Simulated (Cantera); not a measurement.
Hydrocarbon pyrolysis for carbon deposition

An isothermal, constant-pressure homogeneous reactor starts with CH₄ : N₂ = 1 : 9.1 (molar parts), at 1700 K and 0.0263 atm.

Detailed kinetics in Cantera: GRI-Mech 3.0 (53 species, 325 reactions). GRI-Mech 3.0 stops at C3 and has no aromatics, soot or wall deposition, so with more carbon than oxygen in the feed, carbon stays in small species such as C2H2 where larger ones or solid carbon would form. Radical loss at walls, strong at low pressure, is not modelled.

| t (s) | x CH₄ | x C₂H₄ | x CH₃ | x CH₂ | x HCN | x H₂ | x H |
|---|---|---|---|---|---|---|---|
| 0.000700 | 0.0990 | 5.02e-8 | 4.51e-5 | 1.21e-9 | <1e-12 | 2.25e-5 | 3.87e-7 |
| 0.00199 | 0.0989 | 1.24e-6 | 0.000129 | 8.79e-9 | <1e-12 | 6.69e-5 | 4.30e-7 |
| 0.00568 | 0.0986 | 2.84e-5 | 0.000363 | 6.39e-8 | 1.09e-11 | 0.000243 | 7.88e-7 |
| 0.0162 | 0.0966 | 0.000568 | 0.000973 | 4.11e-7 | 3.93e-10 | 0.00187 | 4.04e-6 |
| 0.0461 | 0.0784 | 0.00443 | 0.00170 | 1.38e-6 | 3.44e-8 | 0.0226 | 3.50e-5 |
| 0.131 | 0.0398 | 0.00124 | 0.000991 | 1.03e-6 | 4.57e-7 | 0.0787 | 0.000103 |
| 0.374 | 0.0145 | 0.000159 | 0.000432 | 5.94e-7 | 1.72e-6 | 0.115 | 0.000172 |
| 1.07 | 0.00369 | 1.99e-5 | 0.000144 | 2.77e-7 | 4.33e-6 | 0.130 | 0.000252 |
| 3.04 | 0.000835 | 8.51e-6 | 3.95e-5 | 9.42e-8 | 8.15e-6 | 0.134 | 0.000313 |
| 8.65 | 0.000227 | 7.86e-6 | 1.13e-5 | 2.85e-8 | 1.24e-5 | 0.135 | 0.000331 |
| 24.6 | 7.58e-5 | 7.82e-6 | 3.80e-6 | 9.68e-9 | 1.66e-5 | 0.135 | 0.000333 |
| 70.2 | 3.78e-5 | 7.82e-6 | 1.90e-6 | 4.84e-9 | 2.15e-5 | 0.135 | 0.000334 |
| 200 | 3.38e-5 | 7.82e-6 | 1.70e-6 | 4.33e-9 | 3.15e-5 | 0.135 | 0.000334 |
x: mole fraction; the columns are a selection and need not sum to one.

Equilibrium at this temperature and pressure: CH₄ 2.01e-5, C₂H₄ 2.49e-6, CH₃ 1.01e-6, CH₂ 2.57e-9, HCN 0.0614, H₂ 0.135, H 0.000334 (gas phase only).
